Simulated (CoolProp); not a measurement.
Vapour-liquid equilibrium of dimethyl ether (1) + R134a (2) at 0.00232 MPa; x and y are mole fractions of (1).

Model: multi-fluid Helmholtz-energy mixture model, Wu 2011 and Tillner-Roth 1994; pair parameters Bell 2016, in CoolProp.

| x | bubble temperature, mixture model (K) | bubble temperature, Raoult's law (K) | y, mixture model | y, Raoult's law |
|---|---|---|---|---|
| 0.05 | 187.9 | 187.7 | 0.039 | 0.056 |
| 0.2 | 188.3 | 187.5 | 0.171 | 0.220 |
| 0.35 | 188.6 | 187.3 | 0.333 | 0.378 |
| 0.5 | 188.6 | 187.1 | 0.516 | 0.530 |
| 0.65 | 188.2 | 186.9 | 0.702 | 0.677 |
| 0.8 | 187.6 | 186.6 | 0.860 | 0.819 |
| 0.95 | 186.7 | 186.4 | 0.973 | 0.956 |

The largest gap from Raoult's law is +1.5 K in bubble temperature, at x = 0.5. y crosses x between x = 0.35 and 0.5: the model has an azeotrope there.

Pair parameters are fitted to limited data, so mixtures are less certain than the pure fluids.
